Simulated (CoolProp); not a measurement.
200 sccm (0 °C, 1 atm) of nitrogen bubbles through liquid ethanol at 323.8 K and leaves saturated at a total pressure of 0.15 MPa (ideal gas phase). Each further row changes one setting.

Computed with CoolProp (reference Helmholtz-energy equation of state, Schroeder 2014).

```
case                      vapour pressure (kPa)  mole fraction of vapour  delivery (mg/min)  delivery (sccm)  change of delivery for a bath 1 K warmer (%)
------------------------  ---------------------  -----------------------  -----------------  ---------------  --------------------------------------------
as stated                                  30.3                    0.202                  …                …                                             …
bath temperature 328.8 K                      …                    0.256                  …                …                                             …
total pressure 0.3 MPa                     30.3                    0.101               46.2                …                                           5.5
```

Task: Complete the blanks.

Result: 
- as stated, delivery (mg/min): 104
- as stated, delivery (sccm): 50.7
- as stated, change of delivery for a bath 1 K warmer (%): 6.2
- bath temperature 328.8 K, vapour pressure (kPa): 38.4
- bath temperature 328.8 K, delivery (mg/min): 141
- bath temperature 328.8 K, delivery (sccm): 68.7
- bath temperature 328.8 K, change of delivery for a bath 1 K warmer (%): 6.4
- total pressure 0.3 MPa, delivery (sccm): 22.5
